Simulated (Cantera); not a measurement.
A Cantera script and what it prints.

```python
import numpy as np
import cantera as ct

gas_names = """
    Hg N N2
""".split()
cond_names = """
    Hg(cr) Hg(L)
""".split()


# ... load() reads the species with a 1 bar reference pressure and builds the phases ...
atoms = {
    'Hg': {'Hg': 1},
    'N2': {'N': 2},
}
top_T = {}  # K; cautious upper limits of use, not melting points


# ... equilibrate(T, P, feed) seeds the gas with the atoms and calls Mixture.equilibrate('TP', solver="vcs", rtol=1e-11, max_steps=5000) ...
results = []
feed = {'Hg': 1, 'N2': 24}  # mol
T = 775  # K
P = 100000  # Pa
mix = equilibrate(T, P, feed)
results.append((T, P, feed, dict(zip(mix.species_names, mix.species_moles))))
x = sorted(zip(gas.X, gas.species_names), reverse=True)
print(f"T = {T:g} K  P = {P:g} Pa  gas = {mix.phase_moles(0):.4g} mol")
print("   x: " + "  ".join(f"{s} {v:.3e}" for v, s in x if v > 1e-06))
print("   condensed (mol): " + ("  ".join(f"{mix.phase(i).name} {mix.phase_moles(i):.4g}"
      for i in range(1, mix.n_phases) if mix.phase_moles(i) > 1e-12) or "none"))
```

It prints:

```
T = 775 K  P = 100000 Pa  gas = 25 mol
   x: N2 9.600e-01  Hg 4.000e-02
   condensed (mol): none
```

Cantera equilibrium calculation (NASA polynomials, part measured and part estimated; ideal gas, pure solids and liquids).
